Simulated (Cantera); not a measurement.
Cantera run, input and output.

```python
import numpy as np
import cantera as ct

surf = ct.Interface("ptcombust.yaml", "Pt_surf")
gas = surf.adjacent["gas"]
gas.TPX = 300, 44000, {'CH4': 0.017, 'O2': 0.14, 'N2': 0.79}
jet = ct.ImpingingJet(gas=gas, width=0.021, surface=surf)
jet.inlet.mdot, jet.inlet.T, jet.inlet.X = 0.023, 300, {'CH4': 0.017, 'O2': 0.14, 'N2': 0.79}
jet.set_refine_criteria(ratio=10, slope=0.2, curve=0.3)
show, cover = ['CH4', 'O2', 'H2O', 'OH', 'CO', 'CO2'], ["PT(S)", "H(S)", "O(S)", "OH(S)", "CO(S)", "C(S)"]

rows = []
print(f"{'Ts/K':>7s}" + "".join(f"{s:>11s}" for s in show + cover) + "   (gas at the wall, coverages)")
for i, Ts in enumerate([900, 950, 1000, 1050, 1100, 1150, 1200, 1250]):
    jet.surface.T = Ts
    if i == 0:
        surf.TP = Ts, 44000
        surf.coverages = "PT(S):0.5, O(S):0.5"
        surf.advance_coverages(1.0)
        jet.set_initial_guess(products="inlet")
    jet.solve(loglevel=0, auto=(i == 0))
    rows.append([*(jet.X[gas.species_index(s), -1] for s in show), *surf[cover].coverages])
    print(f"{Ts:7g}" + "".join(f"{x:11.3e}" for x in rows[-1]))
```

Result:

```
   Ts/K        CH4         O2        H2O         OH         CO        CO2      PT(S)       H(S)       O(S)      OH(S)      CO(S)       C(S)   (gas at the wall, coverages)
    900  1.009e-02  1.311e-01  1.470e-02  1.566e-08  3.029e-06  9.540e-03  1.221e-01  5.949e-08  8.761e-01  1.747e-03  6.737e-06  2.396e-08
    950  6.633e-03  1.238e-01  2.109e-02  4.818e-08  2.730e-06  1.372e-02  1.744e-01  1.673e-07  8.236e-01  1.978e-03  4.975e-06  2.380e-08
   1000  4.313e-03  1.189e-01  2.534e-02  1.286e-07  2.368e-06  1.651e-02  2.315e-01  3.769e-07  7.665e-01  2.005e-03  3.343e-06  2.089e-08
   1050  2.902e-03  1.160e-01  2.785e-02  3.052e-07  2.089e-06  1.816e-02  2.909e-01  7.336e-07  7.072e-01  1.915e-03  2.207e-06  1.755e-08
   1100  1.797e-03  1.140e-01  2.963e-02  7.091e-07  3.332e-06  1.916e-02  3.511e-01  1.299e-06  6.471e-01  1.781e-03  1.486e-06  1.289e-08
   1150  1.130e-03  1.126e-01  3.088e-02  1.409e-06  4.137e-06  1.994e-02  4.108e-01  2.143e-06  5.876e-01  1.628e-03  1.037e-06  9.299e-09
   1200  6.471e-04  1.116e-01  3.190e-02  2.621e-06  4.956e-06  2.053e-02  4.690e-01  3.350e-06  5.295e-01  1.475e-03  7.422e-07  5.968e-09
   1250  3.063e-04  1.108e-01  3.276e-02  4.627e-06  5.467e-06  2.095e-02  5.250e-01  5.015e-06  4.737e-01  1.327e-03  5.329e-07  3.117e-09
```

Model: Deutschmann's 1995 Pt surface mechanism with GRI-Mech 3.0 gas chemistry, integrated in Cantera. Catalytic surfaces can have several steady states; this one follows from the mechanism file's or the stated starting coverage.
